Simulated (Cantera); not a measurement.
An isothermal, constant-pressure homogeneous reactor starts with C₂H₆ : H₂ = 1 : 14 (molar parts), at 1225 K and 0.770 bar.

Computed with Cantera and GRI-Mech 3.0 (53 species, 325 reactions). GRI-Mech 3.0 stops at C3 and has no aromatics, soot or wall deposition, so with more carbon than oxygen in the feed, carbon stays in small species such as C2H2 where larger ones or solid carbon would form.

### Question
Predict: x(C₂H₆) at 50.0 s; x(H₂) at 50.0 s; x(C₂H₂) at 50.0 s; x(C₂H₄) at 50.0 s; x(CH₄) at 50.0 s.

### Answer
```
Item                                                   Value
-----------------  -----------------------------------------
x(C₂H₆) at 50.0 s    3.05e-5 (gas-phase equilibrium 1.82e-5)
x(H₂) at 50.0 s          0.867 (gas-phase equilibrium 0.867)
x(C₂H₂) at 50.0 s    8.19e-5 (gas-phase equilibrium 4.40e-5)
x(C₂H₄) at 50.0 s  0.000432 (gas-phase equilibrium 0.000241)
x(CH₄) at 50.0 s         0.132 (gas-phase equilibrium 0.133)
```
